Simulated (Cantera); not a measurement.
A Cantera script and what it prints.

```python
import numpy as np
import cantera as ct

gas_names = [...]  # 87 gases of nasa_gas.yaml made of C, H, Si
cond_names = """
    C(gr) C6H6(L) C7H8(L) C8H18(L),n-octa Si(cr) Si(L) SiC(b)
""".split()


# ... load() reads the species with a 1 bar reference pressure and builds the phases ...
atoms = {
    'SiH4': {'Si': 1, 'H': 4},
    'CH4': {'C': 1, 'H': 4},
    'H2': {'H': 2},
    'C3H8': {'C': 3, 'H': 8},
}
top_T = {'C(gr)': 4500, 'SiC(b)': 3050}  # K; cautious upper limits of use, not melting points


# ... equilibrate(T, P, feed) seeds the gas with the atoms and calls Mixture.equilibrate('TP', solver="vcs", rtol=1e-11, max_steps=5000) ...
results = []
feed = {'SiH4': 1, 'CH4': 0.47, 'H2': 24, 'C3H8': 0.24}  # mol
P = 150  # Pa
for T in [1998, 2073, 2148, 2223, 2298, 2373, 2448, 2523]:
    mix = equilibrate(T, P, feed)
    results.append((T, P, feed, dict(zip(mix.species_names, mix.species_moles))))

top = {s: max(r[3][s] / sum(r[3][g] for g in gas_names) for r in results) for s in gas_names}
cols = sorted((s for s in top if top[s] > 0.0001), key=lambda s: -top[s])[:7]
seen = [c for c in cond_names if any(r[3].get(c, 0) > 1e-12 for r in results)]
print("log10 of partial pressures in bar; condensed amounts in mol")
print(f"{'T/K':>10s}" + "".join(f"{s[:9]:>10s}" for s in cols + seen))
for T, P, feed, n in results:
    ng = sum(n[g] for g in gas_names)
    print(f"{T:10.4g}" + "".join(f"{np.log10(max(n[s] / ng * P / 1e5, 1e-99)):10.3f}" for s in cols)
          + "".join(f"{n.get(c, 0):10.4g}" for c in seen))
```

Output:

```
log10 of partial pressures in bar; condensed amounts in mol
       T/K        H2         H        Si C2H2,acet      SiC2      Si2C        C3     C(gr)    SiC(b)
      1998    -2.843    -4.216    -5.636    -5.963    -7.023    -7.201   -10.579    0.1933    0.9504
      2073    -2.856    -4.008    -5.149    -5.768    -6.390    -6.583    -9.804    0.2615    0.8414
      2148    -2.878    -3.819    -4.698    -5.596    -5.803    -6.009    -9.086    0.4849    0.5213
      2223    -2.912    -3.649    -4.404    -5.449    -5.383    -5.728    -8.417    0.8294         0
      2298    -2.948    -3.493    -4.413    -5.316    -5.276    -6.035    -7.793    0.7284         0
      2373    -2.997    -3.353    -4.438    -5.208    -5.192    -6.354    -7.209     0.596         0
      2448    -3.063    -3.233    -4.474    -5.126    -5.127    -6.681    -6.663    0.4319         0
      2523    -3.149    -3.130    -4.519    -5.073    -5.077    -7.011    -6.150     0.222         0
```

Equilibrium computed with Cantera from the NASA thermochemical tables; the gas is ideal and each condensed phase is pure. Gases not in the tables: Si2H6 and higher silanes.
